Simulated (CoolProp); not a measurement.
Saturated liquid density (kg/m³) of nitrogen: the reference equation beside estimates from Tc = -147.0 °C, pc = 3396 kPa, ω = 0.037. Rackett uses Z = 0.29056 − 0.08775 ω.

Values from CoolProp's reference Helmholtz-energy equation of state, Span 2000.

```json
[
 {"T (°C)": "-189.35", "reference": "776.0", "Rackett": "786.6", "van der Waals": "533.2"},
 {"T (°C)": "-185.55", "reference": "757.3", "Rackett": "767.8", "van der Waals": "520.1"},
 {"T (°C)": "-181.65", "reference": "737.2", "Rackett": "[?]", "van der Waals": "505.9"},
 {"T (°C)": "-177.75", "reference": "716.0", "Rackett": "726.3", "van der Waals": "490.8"},
 {"T (°C)": "-173.85", "reference": "693.6", "Rackett": "703.7", "van der Waals": "474.5"},
 {"T (°C)": "-169.95", "reference": "[?]", "Rackett": "679.4", "van der Waals": "457.0"},
 {"T (°C)": "-166.15", "reference": "643.7", "Rackett": "653.7", "van der Waals": "438.3"},
 {"T (°C)": "-162.25", "reference": "614.4", "Rackett": "624.5", "van der Waals": "[?]"},
 {"T (°C)": "-158.35", "reference": "580.6", "Rackett": "591.0", "van der Waals": "392.6"},
 {"T (°C)": "-154.45", "reference": "[?]", "Rackett": "550.6", "van der Waals": "363.6"},
 {"T (°C)": "-150.55", "reference": "483.6", "Rackett": "495.5", "van der Waals": "325.5"}
]
```

Fill in the missing entries.


- -181.65, Rackett: 747.6
- -169.95, reference: 669.4
- -162.25, van der Waals: 417.0
- -154.45, reference: 539.6

Absolute difference from the reference over all 11 rows, mean and median: Rackett 1.6 and 1.5 %, van der Waals 31.9 and 31.7 %.
